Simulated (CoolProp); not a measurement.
Isopentane along the isobar 0.101 MPa: fugacity coefficient from the reference equation and from simpler models built on Tc = 460.3 K, pc = 3.378 MPa, ω = 0.227; each cubic takes its own stable root.

The numbers come from the reference Helmholtz-energy equation of state, Lemmon 2006 in CoolProp. It is a short technical equation, of lower accuracy than the large ones.

```json
[
 {"T (K)": "226", "phase": "liquid", "reference": "0.02682"},
 {"T (K)": "244.3", "phase": "liquid", "reference": "0.08228"},
 {"T (K)": "262.7", "phase": "liquid", "reference": "0.2109"},
 {"T (K)": "281.1", "phase": "liquid", "reference": "0.4661"},
 {"T (K)": "299.4", "phase": "liquid", "reference": "0.9113"},
 {"T (K)": "317.8", "phase": "gas", "reference": "0.9651"},
 {"T (K)": "336.2", "phase": "gas", "reference": "0.9712"},
 {"T (K)": "354.5", "phase": "gas", "reference": "0.9759"},
 {"T (K)": "372.9", "phase": "gas", "reference": "0.9796"},
 {"T (K)": "391.3", "phase": "gas", "reference": "0.9826"},
 {"T (K)": "409.6", "phase": "gas", "reference": "0.9850"},
 {"T (K)": "428", "phase": "gas", "reference": "0.9870"},
 {"T (K)": "446.4", "phase": "gas", "reference": "0.9887"}
]
```

Problem. How far does each simpler model (Redlich-Kwong, Soave-Redlich-Kwong) lie from the reference over these 13 states: mean and median of the absolute difference, and the worst?

Solution. 
- Redlich-Kwong: mean 29.5 %, median 0.5 %, worst +118.1 % at 226 K and 0.101 MPa
- Soave-Redlich-Kwong: mean 0.7 %, median 0.1 %, worst -3.1 % at 226 K and 0.101 MPa

At some of these states Redlich-Kwong gives the other phase, because its saturation line lies elsewhere.
